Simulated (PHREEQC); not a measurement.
Dissolve 5.7 mmol/kgw KOH and 4.7 mmol/kgw K2SiO3 at 20 °C. Closed to the air; pH follows from the charge balance.

Model: ion-association model, phreeqc.dat, run in PHREEQC.

Precipitation was switched off in this run.

### Question
Order these Si species by the share of Si that they hold, largest first: H3SiO4-, H2SiO4-2, H4SiO4.

### Answer
H3SiO4- (91 %), H2SiO4-2 (8.2 %), H4SiO4 (0.50 %)

The pH is 12.11 and the ionic strength 0.0155 mol/kgw. Complexes and solids missing from the database can't appear.
